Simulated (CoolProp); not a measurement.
Model: reference Helmholtz-energy equation of state, Thol 2015, in CoolProp.

Q: For 1,2-dichloroethane, give the phase and the Z, cp (kJ/(kg K)), speed of sound (m/s), Joule-Thomson coefficient (K/MPa) at 292.5 K and 7.47 MPa; 292.5 K and 26.1 MPa.

A: 
- 292.5 K and 7.47 MPa: liquid; Z 0.241, cp 1.29, speed of sound 1250, Joule-Thomson coefficient -0.417
- 292.5 K and 26.1 MPa: liquid; Z 0.832, cp 1.28, speed of sound 1330, Joule-Thomson coefficient -0.431
